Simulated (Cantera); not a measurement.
Source: NASA polynomial tables (part measured, part estimated), evaluated in Cantera. Values are per mole of reaction as written; species without (g) are pure solids or liquids, kept so even where they would boil at 1 bar.

Question: Between 700 and 1150 K, where is each reaction favourable under standard conditions?
- 2 K + Cl2(g) → 2 KCl(g)
- 0.6667 B + Cl2(g) → 0.6667 BCl3(g)
- 2 Al + Cl2(g) → 2 AlCl(g)

Answer: 
- 2 K + Cl2(g) → 2 KCl(g): ΔG° is -508 kJ at 700 K and -547 kJ at 1150 K; it stays negative (K > 1). ΔH° is -453 kJ and ΔS° 81 J/K at 1150 K.
- 0.6667 B + Cl2(g) → 0.6667 BCl3(g): ΔG° is -245 kJ at 700 K and -230 kJ at 1150 K; it stays negative (K > 1). ΔH° is -269 kJ and ΔS° -34 J/K at 1150 K.
- 2 Al + Cl2(g) → 2 AlCl(g): ΔG° is -223 kJ at 700 K and -288 kJ at 1150 K; it stays negative (K > 1). ΔH° is -143 kJ and ΔS° 127 J/K at 1150 K.
